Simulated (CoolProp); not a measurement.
Vapour pressure (MPa) of C2F6 (R116): the reference equation beside estimates from Tc = 293.0 K, pc = 3.048 MPa, ω = 0.257. Clausius-Clapeyron is anchored at 183.3 K with a constant enthalpy of vaporisation of 16.82 kJ/mol.

The numbers come from the reference Helmholtz-energy equation of state, Lemmon 2006 in CoolProp. It is a short technical equation, of lower accuracy than the large ones.

```json
[
 {"T (K)": "180", "reference": "0.04166", "Lee-Kesler": "0.04096", "Clausius-Clapeyron": "0.04196", "van der Waals": "0.3028", "Redlich-Kwong": "0.07954", "Soave-Redlich-Kwong": "0.04122", "Peng-Robinson": "0.04194"},
 {"T (K)": "183.3", "reference": "0.05137", "Lee-Kesler": "0.05065", "Clausius-Clapeyron": "0.05137", "van der Waals": "0.3354", "Redlich-Kwong": "0.09541", "Soave-Redlich-Kwong": "0.05089", "Peng-Robinson": "0.05158"},
 {"T (K)": "186.5", "reference": "0.06241", "Lee-Kesler": "0.06170", "Clausius-Clapeyron": "0.06207", "van der Waals": "0.3691", "Redlich-Kwong": "0.1130", "Soave-Redlich-Kwong": "0.06191", "Peng-Robinson": "0.06256"},
 {"T (K)": "189.7", "reference": "[?]", "Lee-Kesler": "0.07457", "Clausius-Clapeyron": "0.07454", "van der Waals": "0.4050", "Redlich-Kwong": "0.1328", "Soave-Redlich-Kwong": "0.07474", "Peng-Robinson": "0.07531"},
 {"T (K)": "192.9", "reference": "0.09009", "Lee-Kesler": "0.08948", "Clausius-Clapeyron": "[?]", "van der Waals": "0.4432", "Redlich-Kwong": "0.1552", "Soave-Redlich-Kwong": "0.08959", "Peng-Robinson": "0.09003"},
 {"T (K)": "196.1", "reference": "0.1071", "Lee-Kesler": "0.1066", "Clausius-Clapeyron": "0.1056", "van der Waals": "0.4837", "Redlich-Kwong": "0.1802", "Soave-Redlich-Kwong": "0.1067", "Peng-Robinson": "[?]"},
 {"T (K)": "199.4", "reference": "0.1272", "Lee-Kesler": "0.1268", "Clausius-Clapeyron": "0.1252", "van der Waals": "0.5280", "Redlich-Kwong": "0.2089", "Soave-Redlich-Kwong": "0.1268", "Peng-Robinson": "0.1268"},
 {"T (K)": "202.6", "reference": "[?]", "Lee-Kesler": "0.1492", "Clausius-Clapeyron": "0.1470", "van der Waals": "0.5734", "Redlich-Kwong": "[?]", "Soave-Redlich-Kwong": "0.1491", "Peng-Robinson": "0.1488"},
 {"T (K)": "205.8", "reference": "0.1744", "Lee-Kesler": "0.1744", "Clausius-Clapeyron": "0.1717", "van der Waals": "0.6213", "Redlich-Kwong": "0.2740", "Soave-Redlich-Kwong": "0.1743", "Peng-Robinson": "0.1737"},
 {"T (K)": "209", "reference": "0.2025", "Lee-Kesler": "0.2028", "Clausius-Clapeyron": "0.1996", "van der Waals": "0.6717", "Redlich-Kwong": "0.3115", "Soave-Redlich-Kwong": "0.2027", "Peng-Robinson": "0.2016"},
 {"T (K)": "212.2", "reference": "0.2339", "Lee-Kesler": "0.2345", "Clausius-Clapeyron": "0.2309", "van der Waals": "[?]", "Redlich-Kwong": "0.3526", "Soave-Redlich-Kwong": "0.2344", "Peng-Robinson": "0.2328"},
 {"T (K)": "215.5", "reference": "0.2701", "Lee-Kesler": "0.2711", "Clausius-Clapeyron": "0.2672", "van der Waals": "0.7822", "Redlich-Kwong": "0.3988", "Soave-Redlich-Kwong": "0.2710", "Peng-Robinson": "0.2688"},
 {"T (K)": "218.7", "reference": "0.3091", "Lee-Kesler": "0.3104", "Clausius-Clapeyron": "[?]", "van der Waals": "0.8406", "Redlich-Kwong": "0.4476", "Soave-Redlich-Kwong": "0.3105", "Peng-Robinson": "0.3077"},
 {"T (K)": "221.9", "reference": "0.3522", "Lee-Kesler": "0.3539", "Clausius-Clapeyron": "0.3503", "van der Waals": "[?]", "Redlich-Kwong": "0.5004", "Soave-Redlich-Kwong": "0.3543", "Peng-Robinson": "0.3506"}
]
```

Some entries are withheld; supply them.


- 189.7, reference: 0.07525
- 192.9, Clausius-Clapeyron: 0.08896
- 196.1, Peng-Robinson: 0.1069
- 202.6, reference: 0.1494
- 202.6, Redlich-Kwong: 0.2399
- 212.2, van der Waals: 0.7248
- 218.7, Clausius-Clapeyron: 0.3066
- 221.9, van der Waals: 0.9018

Absolute difference from the reference over all 14 rows, mean and median: Lee-Kesler 0.6 and 0.4 %, Clausius-Clapeyron 1.1 and 1.2 %, van der Waals 333.4 and 299.4 %, Redlich-Kwong 64.0 and 62.4 %, Soave-Redlich-Kwong 0.5 and 0.4 %, Peng-Robinson 0.4 and 0.4 %.
